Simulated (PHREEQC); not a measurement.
**Copper plating or etch bath (model solution)**

Solution (25 °C): 9 mmol/kgw Cu(BF4)2. Closed to the air; pH follows from the charge balance.

Model: ion-association model, phreeqc.dat, run in PHREEQC.

Precipitation was switched off in this run.

**Question.** Predict the pH, ionic strength.

**Answer.** pH 2.87; ionic strength 0.0281 mol/kgw.

**Question.** In which forms is Cu present?

**Answer.** Cu+2 98 %, CuF+ 2.5 % of the Cu.

Real BF4- forms and hydrolyses slowly; the run takes it at equilibrium.
